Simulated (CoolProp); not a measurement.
A single-stage vapour-compression cycle with R245fa: evaporating at 316.15 K (dew point), condensing at 379.15 K (bubble point), superheat 8 K, subcooling 8 K, compressor efficiency 0.9, no pressure losses. Each further row changes one setting.

Model: reference Helmholtz-energy equation of state, Akasaka 2015, in CoolProp.

```json
[
 {"case": "as stated", "cooling COP": "3.24", "pressure ratio": "5.22", "discharge temperature (K)": "379.1", "refrigerating effect (kJ/kg)": "108", "volumetric capacity (kJ/m³)": "1610"},
 {"case": "evaporating temperature 321.15 K", "cooling COP": "3.70", "pressure ratio": "4.46", "discharge temperature (K)": "379.2", "refrigerating effect (kJ/kg)": "112", "volumetric capacity (kJ/m³)": "1940"},
 {"case": "condensing temperature 374.15 K", "cooling COP": "3.70", "pressure ratio": "4.68", "discharge temperature (K)": "374.2", "refrigerating effect (kJ/kg)": "116", "volumetric capacity (kJ/m³)": "1720"},
 {"case": "subcooling 13 K", "cooling COP": "3.48", "pressure ratio": "5.22", "discharge temperature (K)": "379.1", "refrigerating effect (kJ/kg)": "116", "volumetric capacity (kJ/m³)": "1730"},
 {"case": "superheat 18 K", "cooling COP": "3.36", "pressure ratio": "5.22", "discharge temperature (K)": "387.5", "refrigerating effect (kJ/kg)": "118", "volumetric capacity (kJ/m³)": "1690"},
 {"case": "compressor efficiency 0.8", "cooling COP": "2.88", "pressure ratio": "5.22", "discharge temperature (K)": "381.9", "refrigerating effect (kJ/kg)": "108", "volumetric capacity (kJ/m³)": "1610"}
]
```

The compression ends wet for: as stated; subcooling 13 K.
